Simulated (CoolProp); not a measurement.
A simple Rankine cycle with water: condensing at 329.15 K, boiler at 0.135 MPa, turbine inlet 531.4 K, turbine efficiency 0.65, pump efficiency 0.7, no recuperator. Each further row changes one setting.

Computed with CoolProp (reference Helmholtz-energy equation of state, Wagner 2002).

```
case                             thermal efficiency (%)  net work (kJ/kg)  heat in (kJ/kg)  turbine exit temperature (K)  volume ratio over the turbine
-------------------------------  ----------------------  ----------------  ---------------  ----------------------------  -----------------------------
as stated                                           9.5               262             2760                         394.5                           6.08
turbine inlet 551.4 K                               9.7               272             2800                         410.0                           6.09
condensing temperature 321.15 K                    10.7               300             2790                         374.6                           8.54
boiler pressure 0.0945 MPa                          8.2               227             2760                         413.6                           4.46
turbine efficiency 0.55                             8.1               222             2760                         415.5                           6.40
```
